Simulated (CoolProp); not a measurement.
Vapour-liquid equilibrium of carbon dioxide (1) + neopentane (2) at -11.05 °C; x and y are mole fractions of (1).

Values from CoolProp's multi-fluid Helmholtz-energy mixture model, Span 1996 and Lemmon 2006; pair parameters Bell 2016.

```tsv
x	bubble pressure, mixture model (MPa)	bubble pressure, Raoult's law (MPa)	y, mixture model	y, Raoult's law
0.05	0.2188	0.1714	0.793	0.750
0.15	___	0.4239	0.921	0.910
0.25	0.9117	0.6764	0.950	0.950
0.35	1.194	0.9289	0.962	0.968
0.45	1.420	1.181	0.969	0.979
0.55	1.604	1.434	___	0.986
0.65	1.769	1.687	___	0.991
0.75	___	1.939	0.982	0.994
0.85	2.151	2.192	0.988	0.997
0.95	2.414	2.444	0.995	0.999
```

Complete the blanks.


- 0.15, bubble pressure, mixture model (MPa): 0.5773
- 0.55, y, mixture model: 0.974
- 0.65, y, mixture model: 0.978
- 0.75, bubble pressure, mixture model (MPa): 1.943

The largest gap from Raoult's law is +36.2 % in bubble pressure, at x = 0.15. No azeotrope shows between x = 0.05 and 0.95.

Pair parameters are fitted to limited data, so mixtures are less certain than the pure fluids. The gap from Raoult's law changes sign with composition, which may be real or a fault of the pair parameters; it wasn't checked against measurements.
